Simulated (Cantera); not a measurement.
A perfectly stirred reactor is fed with CH₃OH : O₂ : N₂ : H₂O = 1 : 1.7 : 6.41 : 2.1 (molar parts), equivalence ratio 0.88, at 100000 Pa; it is adiabatic with a 525 K inlet, and is followed from long to short residence time, starting on the burning branch (τ in s: 0.1, 0.055, 0.03, 0.016, 0.0085, 0.0046, 0.0025, 0.0013, 0.00071, 0.00038, 0.0002, 0.00011, 5.9e-05).

Computed with Cantera and GRI-Mech 3.0 (53 species, 325 reactions). GRI-Mech 3.0 was tuned for natural gas; its chemistry of methanol as a main component is partial and can be far from experiment.

Task: What does this change do: inlet temperature 525 to 423 K?

Result: 
| quantity | before | after |
|---|---|---|
| blow-out, bracketed by the residence times tried | burning at 0.200 ms, out at 0.110 ms | burning at 0.200 ms, out at 0.110 ms |
| x(CH₃OH) at τ = 0.100 s | 1.92e-6 | 2.45e-6 |
| x(O₂) at τ = 0.100 s | 0.0178 | 0.0177 |
| x(H₂O) at τ = 0.100 s | 0.347 | 0.347 |
| x(H) at τ = 0.100 s | 0.000114 | 9.34e-5 |
| x(NO) at τ = 0.100 s | 6.06e-5 | 2.90e-5 |
| x(CH₃OH) at τ = 2.50 ms | 2.47e-5 | 2.95e-5 |
| x(O₂) at τ = 2.50 ms | 0.0233 | 0.0230 |
| x(H₂O) at τ = 2.50 ms | 0.335 | 0.336 |
| x(H) at τ = 2.50 ms | 0.00166 | 0.00154 |
| x(NO) at τ = 2.50 ms | 1.16e-5 | 8.16e-6 |

Task: What does this change do: CH3OH 1 to 0.75 parts?

Result: 
```tsv
quantity	before	after
blow-out, bracketed by the residence times tried	burning at 0.200 ms, out at 0.110 ms	burning at 0.380 ms, out at 0.200 ms
x(CH₃OH) at τ = 0.100 s	1.92e-6	4.23e-6
x(O₂) at τ = 0.100 s	0.0178	0.0507
x(H₂O) at τ = 0.100 s	0.347	0.317
x(H) at τ = 0.100 s	0.000114	1.75e-5
x(NO) at τ = 0.100 s	6.06e-5	3.41e-6
x(CH₃OH) at τ = 2.50 ms	2.47e-5	5.02e-5
x(O₂) at τ = 2.50 ms	0.0233	0.0526
x(H₂O) at τ = 2.50 ms	0.335	0.312
x(H) at τ = 2.50 ms	0.00166	0.000446
x(NO) at τ = 2.50 ms	1.16e-5	1.69e-6
```
